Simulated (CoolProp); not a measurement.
Vapour-liquid equilibrium of R125 (1) + R115 (2) at 65.5 kPa; x and y are mole fractions of (1).

Computed with CoolProp (multi-fluid Helmholtz-energy mixture model, Lemmon 2005 and Lemmon 2016; pair parameters Bell 2016).

Q: Give the bubble temperature and the first vapour's composition at x = 0.05, 0.125, 0.8. Is there an azeotrope?

A: x = 0.05: 222.7 K, y = 0.132; x = 0.125: 220.6 K, y = 0.273; x = 0.8: 215.6 K, y = 0.788. y crosses x between x = 0.725 and 0.8: the model has an azeotrope there.

Pair parameters are fitted to limited data, so mixtures are less certain than the pure fluids.
